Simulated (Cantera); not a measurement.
Equilibrium for silicon carbide growth: SiH2Cl2 + CH4 + H2

Feed: 1 mol SiH2Cl2, 0.01 mol CH4, 9.7 mol H2, at 1.33 mbar.

Method: chemical equilibrium by Gibbs-energy minimisation in Cantera with the NASA 1993 tables (ideal gas, pure condensed phases). Candidate condensed phases: C, C6H6, C7H8, C8H18, Si, SiC; 109 gas species. The tables' values for SiCl, SiCl3 are old estimates; treat these amounts as uncertain. Gases not in the tables: Si2H6 and higher silanes. Equilibrium is a limit: real reactors are often held back by kinetics, nucleation or transport.

From 1850 °C to 2400 °C nothing is condensed. The main Si-bearing gas is Si throughout.

| T (°C) | log p H2 | log p H | log p HCl | log p Cl | log p Si | log p SiCl2 |
|---|---|---|---|---|---|---|
| 1850 | -3.02 | -3.95 | -3.84 | -4.91 | -4.14 | -4.71 |
| 1900 | -3.04 | -3.83 | -3.82 | -4.76 | -4.11 | -4.88 |
| 1950 | -3.06 | -3.72 | -3.82 | -4.63 | -4.09 | -5.07 |
| 2000 | -3.08 | -3.62 | -3.84 | -4.51 | -4.08 | -5.28 |
| 2050 | -3.12 | -3.52 | -3.87 | -4.41 | -4.08 | -5.52 |
| 2100 | -3.15 | -3.43 | -3.90 | -4.33 | -4.08 | -5.77 |
| 2150 | -3.20 | -3.35 | -3.95 | -4.25 | -4.09 | -6.03 |
| 2200 | -3.25 | -3.28 | -4.02 | -4.19 | -4.10 | -6.30 |
| 2250 | -3.31 | -3.21 | -4.09 | -4.14 | -4.12 | -6.58 |
| 2300 | -3.38 | -3.16 | -4.17 | -4.10 | -4.14 | -6.86 |
| 2350 | -3.47 | -3.11 | -4.26 | -4.06 | -4.16 | -7.15 |
| 2400 | -3.56 | -3.07 | -4.37 | -4.04 | -4.18 | -7.45 |
log p: log10 of the partial pressure in bar; nothing condenses.
